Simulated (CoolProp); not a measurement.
Vapour-liquid equilibrium of benzene (1) + m-xylene (2) at 318.5 K; x and y are mole fractions of (1).

Computed with CoolProp (multi-fluid Helmholtz-energy mixture model, Thol 2012 and Zhou 2012; pair parameters Bell 2016).

### Question
Give the bubble pressure and the first vapour's composition at x = 0.05, 0.35, 0.65. Is there an azeotrope?

### Answer
x = 0.05: 0.004733 MPa, y = 0.333; x = 0.35: 0.01281 MPa, y = 0.828; x = 0.65: 0.02077 MPa, y = 0.942. No azeotrope shows between x = 0.05 and 0.95.

The pair parameters rest on a limited set of measurements; away from them the model extrapolates.
